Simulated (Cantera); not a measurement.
An isothermal, constant-pressure homogeneous reactor starts with 1.55 % CH4, 97.7 % N2, 0.791 % H2O, at 1525 K and 1.10 bar.

Model: GRI-Mech 3.0 (53 species, 325 reactions), integrated in Cantera. GRI-Mech 3.0 stops at C3 and has no aromatics, soot or wall deposition, so with more carbon than oxygen in the feed, carbon stays in small species such as C2H2 where larger ones or solid carbon would form.

### Question
Predict: x(CH4) at 2.00 s; x(H2) at 2.00 s; x(H) at 2.00 s; x(HCN) at 2.00 s; x(C2H6) at 2.00 s; x(C2H) at 2.00 s.

### Answer
| Quantity | Value |
|---|---|
| x(CH4) at 2.00 s | 0.00300 (gas-phase equilibrium 6.38e-5) |
| x(H2) at 2.00 s | 0.0189 (gas-phase equilibrium 0.0342) |
| x(H) at 2.00 s | 2.89e-6 (gas-phase equilibrium 4.20e-6) |
| x(HCN) at 2.00 s | 7.59e-8 (gas-phase equilibrium 0.00696) |
| x(C2H6) at 2.00 s | 1.18e-6 (gas-phase equilibrium 4.45e-10) |
| x(C2H) at 2.00 s | 1.98e-9 (gas-phase equilibrium 5.36e-11) |
